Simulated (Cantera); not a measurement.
An isothermal, constant-pressure homogeneous reactor starts with CH₄ : O₂ : N₂ = 0.015 : 0.025 : 1 (molar parts), at 1225 K and 8.80 bar. Integrator tolerance rtol = 1e-08.

Detailed kinetics in Cantera: GRI-Mech 3.0 (53 species, 325 reactions). The temperature is held fixed by assumption; the heat of reaction is taken as removed at once.

Q: What does this change do: O2 0.025 to 0.05 parts?

A: 
```csv
quantity,before,after
x(CH₄) at 6.00 s,4.87e-5 (gas-phase equilibrium 6.11e-10),<1e-12 (gas-phase equilibrium <1e-12)
x(O₂) at 6.00 s,1.49e-7 (gas-phase equilibrium <1e-12),0.0188 (gas-phase equilibrium 0.0187)
x(CH₂) at 6.00 s,<1e-12 (gas-phase equilibrium <1e-12),<1e-12 (gas-phase equilibrium <1e-12)
x(CO) at 6.00 s,0.00622 (gas-phase equilibrium 0.00384),1.08e-9 (gas-phase equilibrium 1.08e-9)
x(CH₂O) at 6.00 s,3.69e-10 (gas-phase equilibrium 9.36e-11),<1e-12 (gas-phase equilibrium <1e-12)
x(C₂H) at 6.00 s,<1e-12 (gas-phase equilibrium <1e-12),<1e-12 (gas-phase equilibrium <1e-12)
x(H) at 6.00 s,7.20e-9 (gas-phase equilibrium 8.00e-9),4.06e-12 (gas-phase equilibrium 4.06e-12)
```

Q: What does this change do: O2 0.025 to 0.2 parts?

A: 
```tsv
quantity	before	after
x(CH₄) at 6.00 s	4.87e-5 (gas-phase equilibrium 6.11e-10)	<1e-12 (gas-phase equilibrium <1e-12)
x(O₂) at 6.00 s	1.49e-7 (gas-phase equilibrium <1e-12)	0.140 (gas-phase equilibrium 0.140)
x(CH₂) at 6.00 s	<1e-12 (gas-phase equilibrium <1e-12)	<1e-12 (gas-phase equilibrium <1e-12)
x(CO) at 6.00 s	0.00622 (gas-phase equilibrium 0.00384)	3.49e-10 (gas-phase equilibrium 3.48e-10)
x(CH₂O) at 6.00 s	3.69e-10 (gas-phase equilibrium 9.36e-11)	<1e-12 (gas-phase equilibrium <1e-12)
x(C₂H) at 6.00 s	<1e-12 (gas-phase equilibrium <1e-12)	<1e-12 (gas-phase equilibrium <1e-12)
x(H) at 6.00 s	7.20e-9 (gas-phase equilibrium 8.00e-9)	2.30e-12 (gas-phase equilibrium 2.30e-12)
```
